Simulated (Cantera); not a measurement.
Input: 1 mol Ti(OiPr)4, 1.9 mol CH4, 33 mol H2, at 1.00 bar.

Cantera equilibrium calculation (NASA polynomials, part measured and part estimated; ideal gas, pure solids and liquids). Candidate condensed phases: C, C6H6, C7H8, C8H18, H2O, Ti, TiC, TiO, TiO2, Ti2O3, Ti3O5, Ti4O7; 113 gas species. The feed counts by its element totals alone. TiC: taken at fixed stoichiometry. Equilibrium is a limit: real reactors are often held back by kinetics, nucleation or transport.

Task: At 1650 °C, list the 5 most abundant gas species with their mole fractions, and the condensed phases.

Result: H2 0.925, CO 0.0730, H 0.000906, CH4 0.000450, C2H2 (acetylene) 0.000418. Condensed: C(graphite) + TiC(s).
